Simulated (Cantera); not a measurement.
Charge: 1 mol MgCl2, 2.2 mol H2, 13 mol N2, at 0.400 Pa.

These are equilibrium values from Cantera (NASA tables, ideal gas, pure condensed phases), not measurements of a reactor. Candidate condensed phases: Mg, MgCl2, NH4Cl; 18 gas species. Kinetics and transport are ignored. All values below are at 975 K.

Base state: N2 0.802, H2 0.135, MgCl2 0.0614, HCl 0.000614, Mg 0.000306 (mole fractions); condensed: gas only.

### Question
What changes in the equilibrium state with this change: pressure from 0.400 Pa to 0.100 bar?

### Answer
```tsv
species	before	after
N2	0.802	0.854
H2	0.135	0.145
MgCl2	0.0614	0.000985
Mg	0.000306	2.69e-6
HCl	0.000614	5.41e-6
MgCl2(s), mol	0	0.985
```
